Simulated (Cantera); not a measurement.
Feed: 1 mol SiC, 0.27 mol H₂O, 510 mol N₂, held at 1052 °C and 51.0 Pa.

Cantera equilibrium calculation (NASA polynomials, part measured and part estimated; ideal gas, pure solids and liquids). Candidate condensed phases: C, C₆H₆, C₇H₈, C₈H₁₈, H₂O, Si, SiC, SiO₂, Si₂N₂O, Si₃N₄; 151 gas species. N₂ is the only nitrogen source here; it is nearly inert below about 1500 K, so the nitride shown seldom forms there in practice. Mutual solubility and eutectic melting of coexisting phases are not modelled. The numbers say what is thermodynamically allowed, not how fast it happens.

Base state: N₂ 0.999, H₂ 0.000527, CO 0.000351 (mole fractions); condensed: SiC(s) + Si₂N₂O(s).

Q: What changes in the equilibrium state with this change: SiC replaced by Si?

A: 
| species | before | after |
|---|---|---|
| N₂ | 0.999 | 0.999 |
| H₂ | 0.000527 | 0.000529 |
| CO | 0.000351 | 0 |
| SiC(s), mol | 0.820 | 0 |
| Si₂N₂O(s), mol | 0.0895 | 0.269 |
| Si₃N₄(s), mol | 0 | 0.154 |

Q: What changes in the equilibrium state with this change: temperature from 1052 °C to 1375 °C?

A: 
```json
[
 {"species": "N₂", "before": "0.999", "after": "0.999"},
 {"species": "H₂", "before": "0.000527", "after": "0.000483"},
 {"species": "CO", "before": "0.000351", "after": "0.000309"},
 {"species": "SiO", "before": "2.57e-6", "after": "0.000220"},
 {"species": "Si", "before": "1.82e-9", "after": "9.00e-5"},
 {"species": "H", "before": "1.66e-6", "after": "8.68e-5"},
 {"species": "SiC(s), mol", "before": "0.820", "after": "0.840"},
 {"species": "Si₂N₂O(s), mol", "before": "0.0895", "after": "0"}
]
```
